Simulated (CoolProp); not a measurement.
Aqueous magnesium chloride as a coolant, 28 % by mass, freezing at -74.7 °C, 1 atm.

The numbers come from the Melinder's fits for secondary coolants in CoolProp.

```
T (°C)  conductivity (W/(m K))  cp (kJ/(kg K))  viscosity (mPa s)  Prandtl number
------  ----------------------  --------------  -----------------  --------------
-36.6                    0.351           2.722              25700          199000
-29.3               (withheld)           2.718              12500           90500
-22                      0.397           2.717         (withheld)           41600
-14.7                    0.418           2.718               3000           19500
-7.4                     0.438           2.718         (withheld)            9530
-0.1                (withheld)           2.718                823            4890
7.2                      0.476           2.715                469      (withheld)
14.4                     0.494           2.708                290            1590
21.7                     0.512           2.696                196            1030
29                       0.529           2.677         (withheld)             741
36.3                     0.545      (withheld)                124             601
```

Fill in the missing entries.


- -29.3, conductivity (W/(m K)): 0.374
- -22, viscosity (mPa s): 6070
- -7.4, viscosity (mPa s): 1540
- -0.1, conductivity (W/(m K)): 0.458
- 7.2, Prandtl number: 2670
- 29, viscosity (mPa s): 146
- 36.3, cp (kJ/(kg K)): 2.651
